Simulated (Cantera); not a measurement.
Input (Python, Cantera) and output of one run.

```python
import numpy as np
import cantera as ct

gas_names = """
    F FO FO2 F2 F2O H HF HNO HNO2 HNO3 HOF HO2 H2 H2F2 H2O H2O2 H3F3 H4F4 H5F5 H6F6 H7F7 N NF NF2 NF3 NH
    NH2 NH3 NH2OH NO NO2 NO3 N2 N2H2 N2H4 N2O O OH O2 O3
""".split()
cond_names = """
    H2O(s) H2O(L)
""".split()


# ... load() reads the species with a 1 bar reference pressure and builds the phases ...
atoms = {
    'NF3': {'N': 1, 'F': 3},
    'H2O': {'H': 2, 'O': 1},
}
top_T = {}  # K; cautious upper limits of use, not melting points


# ... equilibrate(T, P, feed) seeds the gas with the atoms and calls Mixture.equilibrate('TP', solver="vcs", rtol=1e-11, max_steps=5000) ...
results = []
T = 3250  # K
P = 1333.22  # Pa
for m in [0.098, 0.14, 0.2, 0.29, 0.41, 0.59, 0.85, 1.2]:
    feed = {'NF3': 1, 'H2O': m}  # mol
    mix = equilibrate(T, P, feed)
    results.append((T, P, feed, dict(zip(mix.species_names, mix.species_moles))))

top = {s: max(r[3][s] / sum(r[3][g] for g in gas_names) for r in results) for s in gas_names}
cols = sorted((s for s in top if top[s] > 0.001), key=lambda s: -top[s])[:6]
seen = [c for c in cond_names if any(r[3].get(c, 0) > 1e-12 for r in results)]
print("log10 of partial pressures in bar; condensed amounts in mol")
print(f"{'n(H2O)':>10s}" + "".join(f"{s[:9]:>10s}" for s in cols + seen))
for T, P, feed, n in results:
    ng = sum(n[g] for g in gas_names)
    print(f"{feed['H2O']:10.4g}" + "".join(f"{np.log10(max(n[s] / ng * P / 1e5, 1e-99)):10.3f}" for s in cols)
          + "".join(f"{n.get(c, 0):10.4g}" for c in seen))
```

It prints:

```
log10 of partial pressures in bar; condensed amounts in mol
    n(H2O)         F        HF         O        N2         H        O2
     0.098    -1.983    -3.180    -3.458    -2.735    -4.211    -5.712
      0.14    -2.000    -3.032    -3.311    -2.742    -4.045    -5.418
       0.2    -2.026    -2.888    -3.167    -2.751    -3.876    -5.130
      0.29    -2.065    -2.743    -3.022    -2.764    -3.692    -4.840
      0.41    -2.119    -2.616    -2.893    -2.782    -3.510    -4.582
      0.59    -2.204    -2.494    -2.767    -2.808    -3.304    -4.329
      0.85    -2.333    -2.394    -2.654    -2.848    -3.075    -4.103
       1.2    -2.511    -2.339    -2.567    -2.904    -2.841    -3.930
```

Method: chemical equilibrium by Gibbs-energy minimisation in Cantera with the NASA 1993 tables (ideal gas, pure condensed phases).
